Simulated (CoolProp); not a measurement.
Vinyl chloride along the isotherm 324.2 K: density (kg/m³) from the reference equation and from simpler models built on Tc = 425.0 K, pc = 5.600 MPa, ω = 0.160; each cubic takes its own stable root.

The numbers come from the reference Helmholtz-energy equation of state, Thol 2022 in CoolProp.

```tsv
p (MPa)	phase	reference	van der Waals	Redlich-Kwong	Soave-Redlich-Kwong	Peng-Robinson
0.933	liquid	848.4	24.12	25.05	781.4	886.2
1.87	liquid	851.2	…	765.5	785.7	890.4
2.8	liquid	854.0	539.4	770.3	789.7	894.5
3.73	liquid	856.6	544.8	774.8	793.6	898.3
4.67	liquid	…	549.9	779.2	797.4	902.1
5.6	liquid	…	554.4	783.4	801.0	…
6.53	liquid	864.2	…	787.4	804.4	909.2
7.47	liquid	866.6	562.7	791.3	807.8	912.6
8.4	liquid	869.0	566.4	794.9	811.1	915.9
9.33	liquid	871.3	569.9	798.5	…	919.1
10.3	liquid	873.6	573.4	802.1	817.4	922.3
11.2	liquid	…	576.4	805.3	820.2	925.2
12.1	liquid	877.8	579.3	808.4	823.0	928.0
13.1	liquid	880.0	582.4	811.8	826.0	931.0
14	liquid	882.0	585.0	814.7	828.6	933.7
```

Question: Some entries are withheld; supply them.

Answer: 
- 1.87, van der Waals: 533.4
- 4.67, reference: 859.3
- 5.6, reference: 861.8
- 5.6, Peng-Robinson: 905.7
- 6.53, van der Waals: 558.7
- 9.33, Soave-Redlich-Kwong: 814.2
- 11.2, reference: 875.7

At some of these states van der Waals, Redlich-Kwong gives the other phase, because its saturation line lies elsewhere.
